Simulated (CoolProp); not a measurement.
Propyne along the isotherm 200.85 °C: density (kg/m³) from the reference equation and from simpler models built on Tc = 129.6 °C, pc = 5.658 MPa, ω = 0.204; each cubic takes its own stable root.

Values from CoolProp's reference Helmholtz-energy equation of state, Polt 1992. This equation is an older, rougher fit; its heat capacities, sound speeds and derivatives of the liquid may be far off and weren't checked against measurements.

```csv
p (MPa),phase,reference
0.53,gas,5.495
1.06,gas,11.22
1.59,gas,17.18
2.12,gas,23.42
2.65,gas,29.94
3.18,gas,36.78
3.71,gas,43.97
4.24,gas,51.54
4.77,gas,59.54
5.3,gas,68.00
5.83,supercritical,76.98
6.36,supercritical,86.52
6.9,supercritical,96.88
7.43,supercritical,107.7
7.96,supercritical,119.3
8.49,supercritical,131.5
```

How far does each simpler model (van der Waals, Redlich-Kwong, Soave-Redlich-Kwong) lie from the reference over these 16 states: mean and median of the absolute difference, and the worst?


- van der Waals: mean 2.2 %, median 0.8 %, worst +9.4 % at 200.85 °C and 8.49 MPa
- Redlich-Kwong: mean 1.0 %, median 0.8 %, worst +2.6 % at 200.85 °C and 8.49 MPa
- Soave-Redlich-Kwong: mean 1.7 %, median 1.4 %, worst -4.4 % at 200.85 °C and 8.49 MPa
